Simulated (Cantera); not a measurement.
An adiabatic, constant-pressure homogeneous reactor starts with H2 : O2 : N2 : H2O = 1 : 0.5 : 1.88 : 0.26 (molar parts), at 1023 K and 1.00 atm.

Model: the H2/O2 subset of GRI-Mech 3.0, which has no nitrogen chemistry, integrated in Cantera.

### Question
Predict: time of steepest temperature rise; temperature at 2.00 s; equilibrium temperature; x(H2) at 2.00 s; x(O2) at 2.00 s; x(OH) at 2.00 s; x(HO2) at 2.00 s; x(O) at 2.00 s.

### Answer
```
Item                                                                 Value
---------------------------------  ---------------------------------------
time of steepest temperature rise                                 0.682 ms
temperature at 2.00 s                                               2602 K
equilibrium temperature                                             2602 K
x(H2) at 2.00 s                      0.0310 (gas-phase equilibrium 0.0310)
x(O2) at 2.00 s                      0.0115 (gas-phase equilibrium 0.0115)
x(OH) at 2.00 s                      0.0177 (gas-phase equilibrium 0.0177)
x(HO2) at 2.00 s                   3.90e-6 (gas-phase equilibrium 3.90e-6)
x(O) at 2.00 s                     0.00252 (gas-phase equilibrium 0.00252)
```
